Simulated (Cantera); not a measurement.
A perfectly stirred reactor is fed with H₂ : O₂ : N₂ = 1 : 0.781 : 2.94 (molar parts), at 1.01 bar; it is adiabatic with a 375 K inlet, and is followed from long to short residence time, starting on the burning branch (τ in s: 0.092, 0.04, 0.017, 0.0076, 0.0033, 0.0014, 0.00063, 0.00027, 0.00012, 5.2e-05).

Computed with Cantera and the H2/O2 subset of GRI-Mech 3.0, which has no nitrogen chemistry.

What does this change do: O2 0.781 to 0.49 parts?


| quantity | before | after |
|---|---|---|
| blow-out, bracketed by the residence times tried | burning at 52.0 µs, the shortest tried | burning at 52.0 µs, the shortest tried |
| x(H₂) at τ = 92.0 ms | 0.000435 | 0.00938 |
| x(O₂) at τ = 92.0 ms | 0.0659 | 0.00174 |
| x(OH) at τ = 92.0 ms | 0.00279 | 0.00221 |
| x(O) at τ = 92.0 ms | 0.000261 | 0.000145 |
| x(HO₂) at τ = 92.0 ms | 2.06e-6 | 4.74e-7 |
| x(H₂) at τ = 1.40 ms | 0.00501 | 0.0230 |
| x(O₂) at τ = 1.40 ms | 0.0656 | 0.00880 |
| x(OH) at τ = 1.40 ms | 0.00827 | 0.00607 |
| x(O) at τ = 1.40 ms | 0.00296 | 0.00189 |
| x(HO₂) at τ = 1.40 ms | 1.32e-5 | 4.73e-6 |

What does this change do: pressure from 1.01 bar to 0.380 bar?


```tsv
quantity	before	after
blow-out, bracketed by the residence times tried	burning at 52.0 µs, the shortest tried	burning at 0.120 ms, out at 52.0 µs
x(H₂) at τ = 92.0 ms	0.000435	0.00124
x(O₂) at τ = 92.0 ms	0.0659	0.0655
x(OH) at τ = 92.0 ms	0.00279	0.00470
x(O) at τ = 92.0 ms	0.000261	0.000776
x(HO₂) at τ = 92.0 ms	2.06e-6	1.88e-6
x(H₂) at τ = 1.40 ms	0.00501	0.0121
x(O₂) at τ = 1.40 ms	0.0656	0.0673
x(OH) at τ = 1.40 ms	0.00827	0.0105
x(O) at τ = 1.40 ms	0.00296	0.00791
x(HO₂) at τ = 1.40 ms	1.32e-5	1.20e-5
```
